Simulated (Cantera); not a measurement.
Charge: 1 mol acetone, a varied amount of H2, 0.15 mol O2, equilibrated at 800 K and 0.133 bar.

Cantera equilibrium calculation (NASA polynomials, part measured and part estimated; ideal gas, pure solids and liquids). Candidate condensed phases: C, C6H6, C7H8, C8H18, H2O; 110 gas species. The feed counts by its element totals alone. Kinetics and transport are ignored.

**Question.** Which condensed phases are stable at each of these points (n(H2) (mol)): 4.4, 6.1, 8.6, 12, 17, 24, 33, 47, 66, 92?

**Answer.** 
```csv
n(H2) (mol),condensed phases,C condensed (%)
4.4,C(graphite),61.3
6.1,C(graphite),55.3
8.6,C(graphite),46.2
12,C(graphite),33.5
17,C(graphite),14.5
24,gas only,0.0
33,gas only,0.0
47,gas only,0.0
66,gas only,0.0
92,gas only,0.0
```

From 4.4 mol H2 to 17 mol H2 the condensed part is C(graphite). From 24 mol H2 to 92 mol H2 nothing is condensed.
